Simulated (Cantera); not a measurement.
Charge: 1 mol SiHCl3, 40 mol N2, equilibrated at 702 °C and 75.0 Torr.

These are equilibrium values from Cantera (NASA tables, ideal gas, pure condensed phases), not measurements of a reactor. Candidate condensed phases: NH4Cl, Si, Si3N4; 28 gas species. N2 is the only nitrogen source here; it is nearly inert below about 1500 K, so the nitride shown seldom forms there in practice. Rates play no part.

Base state: N2 0.964, HCl 0.0212, SiCl4 0.0129, H2 0.00157 (mole fractions); condensed: Si3N4(s).

Question: What changes in the equilibrium state with this change: N2 from 40 to 1.3 mol?

Answer: 
```
species         before     after
-------------  -------  --------
N2               0.964     0.421
HCl             0.0212     0.263
SiCl4           0.0129     0.242
H2             0.00157    0.0736
SiHCl3         5.47e-6  0.000387
SiCl3          5.47e-6   5.65e-5
Si3N4(s), mol    0.156     0.137
```
The tables' values for SiCl3 are old estimates; treat these amounts as uncertain.
